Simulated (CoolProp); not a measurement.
A simple Rankine cycle with propane: condensing at 294.15 K, boiler at 2.48 MPa, turbine inlet 343.1 K, turbine efficiency 0.85, pump efficiency 0.6, no recuperator. Each further row changes one setting.

Model: reference Helmholtz-energy equation of state, Lemmon 2009, in CoolProp.

| case | thermal efficiency (%) | net work (kJ/kg) | heat in (kJ/kg) | turbine exit temperature (K) | volume ratio over the turbine |
|---|---|---|---|---|---|
| as stated | 9.2 | … | 377 | 294.1 | 3.16 |
| turbine inlet 363.1 K | … | 41.3 | 432 | 318.8 | … |
| condensing temperature 286.15 K | 10.7 | 42.5 | 398 | 286.2 | 3.92 |
| boiler pressure 1.74 MPa | 6.8 | 27.8 | 411 | … | 2.05 |
| turbine efficiency 0.75 | 7.9 | 29.9 | 377 | 296.4 | 3.21 |

### Question
Some entries are withheld; supply them.

### Answer

- as stated, net work (kJ/kg): 34.6
- turbine inlet 363.1 K, thermal efficiency (%): 9.6
- turbine inlet 363.1 K, volume ratio over the turbine: 3.00
- boiler pressure 1.74 MPa, turbine exit temperature (K): 314.8

The expansion ends wet for: as stated; condensing temperature 286.15 K.
